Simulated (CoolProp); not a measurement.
Vapour-liquid equilibrium of n-pentane (1) + benzene (2) at 53.75 °C; x and y are mole fractions of (1).

Model: multi-fluid Helmholtz-energy mixture model, Thol 2019 and Thol 2012; pair parameters Bell 2016, in CoolProp.

| x | bubble pressure, mixture model (MPa) | bubble pressure, Raoult's law (MPa) | y, mixture model | y, Raoult's law |
|---|---|---|---|---|
| 0.05 | 0.05466 | 0.04852 | 0.270 | 0.184 |
| 0.15 | 0.07588 | 0.06221 | 0.518 | 0.431 |
| 0.25 | 0.09265 | 0.07590 | 0.640 | 0.588 |
| 0.35 | 0.1066 | 0.08958 | 0.717 | 0.698 |
| 0.45 | 0.1188 | 0.1033 | 0.773 | 0.778 |
| 0.55 | 0.1300 | 0.1170 | 0.820 | 0.840 |
| 0.65 | 0.1408 | 0.1306 | 0.861 | 0.888 |
| 0.75 | 0.1514 | 0.1443 | 0.901 | 0.928 |
| 0.85 | 0.1620 | 0.1580 | 0.940 | 0.960 |
| 0.95 | 0.1730 | 0.1717 | 0.980 | 0.988 |

The largest gap from Raoult's law is +22.1 % in bubble pressure, at x = 0.25. No azeotrope shows between x = 0.05 and 0.95.

The pair parameters rest on a limited set of measurements; away from them the model extrapolates.
